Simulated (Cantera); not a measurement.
A perfectly stirred reactor is fed with CH₄ : C₂H₆ : O₂ : N₂ = 1 : 0.1 : 1.68 : 6.31 (molar parts), equivalence ratio 1.4, at 10.0 bar; it is adiabatic with a 675 K inlet, and is followed from long to short residence time, starting on the burning branch (τ in s: 0.076, 0.028, 0.01, 0.0038, 0.0014, 0.00051, 0.00019, 6.8e-05, 2.5e-05, 9.2e-06).

Detailed kinetics in Cantera: GRI-Mech 3.0 (53 species, 325 reactions).

One state of this run: T (K) = 2159; x CH₄ = 0.00531; x C₂H₆ = 5.16e-5; x O₂ = 0.0104; x CH₂CO = 9.48e-5; x NO = 4.42e-5. x: mole fraction; the columns are a selection and need not sum to one.

**Question.** Which value of τ (s) does it belong to?
A) 6.8e-5
B) 9.2e-6
C) 2.5e-5
D) 0.00019

**Answer.** A, 6.8e-5
